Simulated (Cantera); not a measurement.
**TiCl4 + C3H8 + H2 (titanium nitride, carbide and oxide coatings)**

Input: 1 mol TiCl4, 0.065 mol C3H8, 1.2 mol H2.

Method: chemical equilibrium by Gibbs-energy minimisation in Cantera with the NASA 1993 tables (ideal gas, pure condensed phases). Candidate condensed phases: C, C6H6, C7H8, C8H18, Ti, TiC, TiCl2, TiCl3, TiCl4; 96 gas species. The tables' values for TiCl2 are old estimates. TiC: taken at fixed stoichiometry. Kinetics and transport are ignored.

Task: Map the stable condensed phases over T = 1073, 1173, 1273, 1373, 1473, 1573, 1673, 1773, 1873, 1973, 2073 K and P in Pa = 10, 37, 140, 520, 1900, 7200, 27000, 100000.

Result: 
```
T in K \ P in Pa
             10     37    140    520   1900   7200  27000 100000
   2073       A      A      A      A      A      A      A      A
   1973       A      A      A      A      A      A      A      A
   1873       A      A      A      A      A      A      A      A
   1773       A      A      A      A      A      A      A      A
   1673       A      A      A      A      A      A      A      A
   1573       A      A      A      A      A      A      A      A
   1473       A      A      A      A      A      A      A      B
   1373       A      A      A      A      A      A      A      B
   1273       A      A      A      A      A      A      B      B
   1173       A      A      A      A      A      B      B      B
   1073       A      A      A      A      B      B      B      B
```
A: TiC; B: C + TiC.
